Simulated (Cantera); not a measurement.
# N2O furnace oxynitridation

An isothermal, constant-pressure homogeneous reactor starts with 10.2 % N2O, 89.8 % N2, at 1075 K and 0.158 atm.

Computed with Cantera and GRI-Mech 3.0 (53 species, 325 reactions). GRI-Mech 3.0 was tuned for natural gas; its chemistry of N2O as a main component is partial and can be far from experiment. The mechanism lacks the step 2 NO + O2 → 2 NO2, which can matter for NO2 below about 1400 K. The temperature is held fixed by assumption; the heat of reaction is taken as removed at once.

```tsv
t (s)	x N2O	x N2	x NO	x NO2	x O2	x O
5.00e-5	0.102	0.898	8.92e-11	<1e-12	6.94e-10	1.69e-8
0.000199	0.102	0.898	1.30e-9	<1e-12	1.01e-8	5.93e-8
0.000793	0.102	0.898	1.53e-8	<1e-12	1.19e-7	1.52e-7
0.00316	0.102	0.898	1.10e-7	<1e-12	8.54e-7	2.03e-7
0.0126	0.102	0.898	5.09e-7	1.12e-11	3.97e-6	2.04e-7
0.0501	0.102	0.898	2.10e-6	1.87e-10	1.64e-5	2.04e-7
0.200	0.102	0.898	8.44e-6	2.79e-9	6.57e-5	2.04e-7
0.795	0.101	0.898	3.36e-5	3.36e-8	0.000262	2.04e-7
3.17	0.0997	0.899	0.000132	2.46e-7	0.00103	2.03e-7
12.6	0.0932	0.902	0.000507	1.11e-6	0.00396	2.02e-7
50.2	0.0714	0.913	0.00173	3.97e-6	0.0137	1.94e-7
200	0.0268	0.935	0.00412	9.57e-6	0.0337	1.54e-7
```
x: mole fraction; the columns are a selection and need not sum to one.

Equilibrium at this temperature and pressure: N2O 1.21e-9, N2 0.951, NO 3.58e-5, NO2 2.27e-7, O2 0.0485, O 7.27e-10 (gas phase only).
